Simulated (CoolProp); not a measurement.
Properties of n-undecane along the isobar 5.45 MPa.

Computed with CoolProp (reference Helmholtz-energy equation of state, Aleksandrov 2011). It is a short technical equation, of lower accuracy than the large ones.

| T (K) | phase | density (kg/m³) | cv (kJ/(kg K)) | speed of sound (m/s) |
|---|---|---|---|---|
| 364.5 | liquid | 691.8 | 2.059 | 1056 |
| 396.4 | liquid | 668.1 | 2.186 | 952.6 |
| 428.4 | liquid | 643.9 | 2.311 | 855.4 |
| 460.3 | liquid | 618.9 | 2.431 | 763.4 |
| 492.2 | liquid | 592.6 | 2.548 | 675.2 |
| 524.2 | liquid | 564.6 | 2.659 | 589.8 |
| 556.1 | liquid | 534.4 | 2.765 | 507.2 |
| 588.1 | liquid | 501.0 | 2.866 | 427.0 |
| 620 | liquid | 463.3 | 2.963 | 350.0 |
